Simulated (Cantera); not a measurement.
A perfectly stirred reactor is fed with 17.0 % CO, 1.19 % H₂, 8.25 % O₂, 73.5 % N₂, 0.137 % CO₂, equivalence ratio 1.1, at 2.30 bar; it is adiabatic with a 600 K inlet, and is followed from long to short residence time, starting on the burning branch (τ in s: 0.031, 0.016, 0.0081, 0.0041, 0.0021, 0.0011, 0.00055, 0.00028, 0.00014, 7.4e-05, 3.8e-05, 1.9e-05, 9.8e-06).

Model: GRI-Mech 3.0 (53 species, 325 reactions), integrated in Cantera. The hydrogen kinetics of GRI-Mech 3.0 are dated; newer H2 mechanisms differ, most at raised pressure.

### Question
Predict: blow-out, bracketed by the residence times tried; x(CO) at τ = 31.0 ms; x(H₂) at τ = 31.0 ms; x(O₂) at τ = 31.0 ms; x(H) at τ = 31.0 ms; x(CO₂) at τ = 31.0 ms; x(CO) at τ = 0.550 ms; x(H₂) at τ = 0.550 ms; x(O₂) at τ = 0.550 ms; x(H) at τ = 0.550 ms; x(CO₂) at τ = 0.550 ms.

### Answer
* **blow-out, bracketed by the residence times tried**: burning at 0.280 ms, out at 0.140 ms
* **x(CO) at τ = 31.0 ms**: 0.0279
* **x(H₂) at τ = 31.0 ms**: 0.000502
* **x(O₂) at τ = 31.0 ms**: 0.00483
* **x(H) at τ = 31.0 ms**: 0.000398
* **x(CO₂) at τ = 31.0 ms**: 0.157
* **x(CO) at τ = 0.550 ms**: 0.0599
* **x(H₂) at τ = 0.550 ms**: 0.00102
* **x(O₂) at τ = 0.550 ms**: 0.0201
* **x(H) at τ = 0.550 ms**: 0.00322
* **x(CO₂) at τ = 0.550 ms**: 0.122
